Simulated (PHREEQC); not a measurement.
Acid rinse or clean: an equilibrium model

Solution (45 °C): 0.15 mol HCl, 1.3e-05 mol ZnSO4 and 0.00039 mol CuCl2 per kg of water. Closed to the air; pH follows from the charge balance.

All values are PHREEQC results (ion-association model, phreeqc.dat), not measurements.

- pH: 0.92
- ionic strength: 0.151 mol/kgw
- specific conductance: 76600 µS/cm
- density: 0.993 g/cm³
- total alkalinity: -150 meq/kg

```json
[
 {"species": "Cl-", "molality": "0.151", "activity": "0.110", "log γ": "-0.138"},
 {"species": "H+", "molality": "0.150", "activity": "0.120", "log γ": "-0.095"},
 {"species": "Cu+2", "molality": "0.000286", "activity": "9.82e-5", "log γ": "-0.464"},
 {"species": "CuCl+", "molality": "9.93e-5", "activity": "7.26e-5", "log γ": "-0.136"},
 {"species": "HSO4-", "molality": "1.15e-5", "activity": "8.65e-6", "log γ": "-0.124"},
 {"species": "Zn+2", "molality": "9.83e-6", "activity": "3.11e-6", "log γ": "-0.500"},
 {"species": "CuCl2", "molality": "5.06e-6", "activity": "5.24e-6", "log γ": "0.015"},
 {"species": "ZnCl+", "molality": "2.87e-6", "activity": "2.10e-6", "log γ": "-0.136"},
 {"species": "SO4-2", "molality": "1.48e-6", "activity": "4.62e-7", "log γ": "-0.506"},
 {"species": "ZnCl2", "molality": "2.51e-7", "activity": "2.60e-7", "log γ": "0.015"},
 {"species": "ZnCl3-", "molality": "4.90e-8", "activity": "3.58e-8", "log γ": "-0.136"},
 {"species": "CuSO4", "molality": "1.02e-8", "activity": "1.05e-8", "log γ": "0.015"}
]
```

Precipitation was switched off in this run. Constants without temperature data keep their 25 °C values here.
